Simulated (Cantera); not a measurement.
Diamond growth

A diamond (100) surface in a fixed gas of H2 with x(CH4) = 0.026, x(H) = 0.0015, x(CH3) = 0.00013, 113 Torr; coverages are run to steady state.

Detailed kinetics in Cantera: the Harris–Goodwin 1993 mechanism for the reconstructed diamond (100) surface.

| T (K) | growth (µm/h) | θ c6HH | θ c6H* | θ c6*H | θ c6** | θ c6HM |
|---|---|---|---|---|---|---|
| 925 | 6.42 | 0.618 | 0.0113 | 0.290 | 0.00483 | 0.0593 |
| 975 | 8.25 | 0.583 | 0.0151 | 0.332 | 0.00719 | 0.0472 |
| 1025 | 9.88 | 0.549 | 0.0194 | 0.371 | 0.0102 | 0.0365 |
| 1075 | 10.5 | 0.517 | 0.0242 | 0.406 | 0.0138 | 0.0260 |
| 1125 | 9.41 | 0.489 | 0.0294 | 0.439 | 0.0179 | 0.0158 |
| 1175 | 6.94 | 0.463 | 0.0347 | 0.466 | 0.0223 | 0.00783 |
| 1225 | 4.73 | 0.439 | 0.0400 | 0.487 | 0.0268 | 0.00330 |
| 1275 | 3.51 | 0.418 | 0.0451 | 0.502 | 0.0311 | 0.00129 |
| 1325 | 3.01 | 0.401 | 0.0500 | 0.512 | 0.0351 | 0.000498 |
| 1375 | 2.75 | 0.387 | 0.0547 | 0.519 | 0.0386 | 0.000192 |
θ: site fractions in the mechanism's names (c6HH fully hydrogenated, c6H* and c6*H radical sites, c6** diradical, c6HM methylated).
